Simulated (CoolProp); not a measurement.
Vapour-liquid equilibrium of R125 (1) + R236EA (2) at 0.323 MPa; x and y are mole fractions of (1).

Computed with CoolProp (multi-fluid Helmholtz-energy mixture model, Lemmon 2005 and Rui 2013; pair parameters Bell 2016).

```json
[
 {"x": "0.05", "bubble temperature (K)": "304.9", "y at the bubble point": "0.220", "dew temperature at overall composition x (K)": "310.3", "liquid density (mol/L)": "9.287"},
 {"x": "0.2", "bubble temperature (K)": "___", "y at the bubble point": "0.609", "dew temperature at overall composition x (K)": "305.6", "liquid density (mol/L)": "9.808"},
 {"x": "0.35", "bubble temperature (K)": "277.4", "y at the bubble point": "0.788", "dew temperature at overall composition x (K)": "___", "liquid density (mol/L)": "10.25"},
 {"x": "0.5", "bubble temperature (K)": "269.2", "y at the bubble point": "0.881", "dew temperature at overall composition x (K)": "294.1", "liquid density (mol/L)": "___"},
 {"x": "0.65", "bubble temperature (K)": "262.8", "y at the bubble point": "0.935", "dew temperature at overall composition x (K)": "286.5", "liquid density (mol/L)": "11.00"},
 {"x": "0.8", "bubble temperature (K)": "257.7", "y at the bubble point": "0.969", "dew temperature at overall composition x (K)": "276.5", "liquid density (mol/L)": "11.33"},
 {"x": "0.95", "bubble temperature (K)": "253.3", "y at the bubble point": "0.994", "dew temperature at overall composition x (K)": "260.7", "liquid density (mol/L)": "11.65"}
]
```

Q: What belongs in the gaps?

A: 
- 0.2, bubble temperature (K): 288.7
- 0.35, dew temperature at overall composition x (K): 300.3
- 0.5, liquid density (mol/L): 10.64

No azeotrope shows between x = 0.05 and 0.95.

Pair parameters are fitted to limited data, so mixtures are less certain than the pure fluids.
